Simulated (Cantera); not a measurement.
**Equilibrium for carbon deposition, reforming and gasification: CH3OH + CO2 + N2**

A closed system holds: 1 mol CH3OH, 0.35 mol CO2, 23 mol N2, at 1.00 Torr.

Method: chemical equilibrium by Gibbs-energy minimisation in Cantera with the NASA 1993 tables (ideal gas, pure condensed phases). Candidate condensed phases: C, C6H6, C7H8, C8H18, H2O; 136 gas species. Rates play no part.

At 327 °C the condensed part is C(graphite). From 527 °C to 2727 °C nothing is condensed. The main C-bearing gas is CO2 at 327 °C and CO at 2727 °C.

```csv
T (°C),x N2,x H,x H2,x CO,x CO2,x O,x H2O,x OH,n C(graphite)
327,0.892,<1e-12,0.0662,0.00570,0.0250,<1e-12,0.0103,<1e-12,0.545
527,0.873,2.13e-11,0.0720,0.0418,0.00943,<1e-12,0.00385,<1e-12,0
727,0.873,1.63e-8,0.0690,0.0448,0.00641,<1e-12,0.00687,3.60e-12,0
927,0.873,1.40e-6,0.0671,0.0468,0.00447,<1e-12,0.00881,1.47e-9,0
1127,0.873,3.42e-5,0.0659,0.0479,0.00333,4.84e-11,0.00995,1.03e-7,0
1327,0.873,0.000380,0.0651,0.0486,0.00264,1.18e-8,0.0106,2.43e-6,0
1527,0.872,0.00247,0.0635,0.0489,0.00222,8.52e-7,0.0110,2.83e-5,0
1727,0.868,0.0108,0.0590,0.0490,0.00199,2.69e-5,0.0110,0.000201,0
1927,0.857,0.0337,0.0477,0.0485,0.00184,0.000463,0.00955,0.000941,0
2127,0.835,0.0749,0.0296,0.0478,0.00125,0.00362,0.00458,0.00213,0
2327,0.813,0.115,0.0120,0.0474,0.000387,0.00875,0.000633,0.00141,0
2527,0.805,0.132,0.00349,0.0472,8.36e-5,0.0110,4.31e-5,0.000460,0
2727,0.802,0.137,0.00101,0.0471,1.94e-5,0.0116,3.08e-6,0.000139,0
```
x: gas mole fraction; n: condensed amount in mol.
